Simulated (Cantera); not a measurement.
Charge: 1 mol Cr, 0.49 mol H2O, 17 mol N2, held at 0.225 Torr.

Cantera equilibrium calculation (NASA polynomials, part measured and part estimated; ideal gas, pure solids and liquids). Candidate condensed phases: Cr, CrN, Cr2N, Cr2O3, H2O; 29 gas species. Mutual solubility and eutectic melting of coexisting phases are not modelled. Rates play no part.

log p: log10 of the partial pressure in bar; n: condensed amount in mol.

```
T (°C)  log p N2  log p Cr  log p H2  log p H  log p CrO  n Cr(s)  n Cr2O3(s)
------  --------  --------  --------  -------  ---------  -------  ----------
1152       -3.54     -6.96     -5.08    -7.70     -10.66    0.667       0.163
1252       -3.54     -6.03     -5.08    -7.17      -9.35    0.619       0.163
1352       -3.54     -5.22     -5.09    -6.70      -8.20    0.317       0.163
1452       -3.55     -4.95     -5.11    -6.29      -7.33        0       0.161
1552       -3.55     -4.95     -5.14    -5.93      -6.64        0       0.153
1652       -3.56     -4.95     -5.22    -5.63      -6.03        0  (withheld)
1752       -3.56     -4.94     -5.38    -5.41      -5.47        0  (withheld)
1852       -3.57     -4.94     -5.51    -5.20      -5.40        0  (withheld)
```

### Question
Fill in the missing entries.

### Answer

- 1652, n Cr2O3(s): 0.125
- 1752, n Cr2O3(s): 0.0290
- 1852, n Cr2O3(s): 0
